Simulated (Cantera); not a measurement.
A Cantera script and what it prints.

```python
import numpy as np
import cantera as ct

gas_names = [...]  # 76 gases of nasa_gas.yaml made of C, H
cond_names = """
    C(gr) C6H6(L) C7H8(L) C8H18(L),n-octa
""".split()


# ... load() reads the species with a 1 bar reference pressure and builds the phases ...
atoms = {
    'C3H6': {'C': 3, 'H': 6},
    'H2': {'H': 2},
}
top_T = {'C(gr)': 4500}  # K; cautious upper limits of use, not melting points


# ... equilibrate(T, P, feed) seeds the gas with the atoms and calls Mixture.equilibrate('TP', solver="vcs", rtol=1e-11, max_steps=5000) ...
results = []
feed = {'C3H6': 1, 'H2': 5.3}  # mol
T = 1575  # K
for P in [10, 56, 320, 1800, 10000, 56000, 320000, 1800000, 10000000]:
    mix = equilibrate(T, P, feed)
    results.append((T, P, feed, dict(zip(mix.species_names, mix.species_moles))))

top = {s: max(r[3][s] / sum(r[3][g] for g in gas_names) for r in results) for s in gas_names}
cols = sorted((s for s in top if top[s] > 0.0001), key=lambda s: -top[s])[:9]
seen = [c for c in cond_names if any(r[3].get(c, 0) > 1e-12 for r in results)]
print("log10 of partial pressures in bar; condensed amounts in mol")
print(f"{'P/Pa':>10s}" + "".join(f"{s[:9]:>10s}" for s in cols + seen))
for T, P, feed, n in results:
    ng = sum(n[g] for g in gas_names)
    print(f"{P:10.4g}" + "".join(f"{np.log10(max(n[s] / ng * P / 1e5, 1e-99)):10.3f}" for s in cols)
          + "".join(f"{n.get(c, 0):10.4g}" for c in seen))
```

It prints:

```
log10 of partial pressures in bar; condensed amounts in mol
      P/Pa        H2       CH4         H      C2H4     C(gr)
        10    -4.002   -10.744    -6.382   -13.535         3
        56    -3.253    -9.245    -6.008   -12.037         3
       320    -2.495    -7.731    -5.629   -10.522         3
      1800    -1.745    -6.230    -5.254    -9.021     2.999
     1e+04    -1.000    -4.741    -4.881    -7.532     2.998
   5.6e+04    -0.252    -3.245    -4.507    -6.036     2.991
   3.2e+05     0.503    -1.735    -4.130    -4.526     2.952
   1.8e+06     1.242    -0.257    -3.761    -3.048     2.751
     1e+07     1.936     1.133    -3.413    -1.659     2.003
```

Equilibrium computed with Cantera from the NASA thermochemical tables; the gas is ideal and each condensed phase is pure. The ideal-gas law is rough above about 30 bar.
